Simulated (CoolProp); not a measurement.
Vapour-liquid equilibrium of benzene (1) + p-xylene (2) at 439.8 K; x and y are mole fractions of (1).

The numbers come from the multi-fluid Helmholtz-energy mixture model, Thol 2012 and Zhou 2012; pair parameters Bell 2016 in CoolProp.

Task: Give the bubble pressure and the first vapour's composition at x = 0.575, 0.65, 0.8. Is there an azeotrope?

Result: x = 0.575: 0.5355 MPa, y = 0.820; x = 0.65: 0.5818 MPa, y = 0.861; x = 0.8: 0.6761 MPa, y = 0.929. No azeotrope shows between x = 0.05 and 0.95.

The pair parameters rest on a limited set of measurements; away from them the model extrapolates.
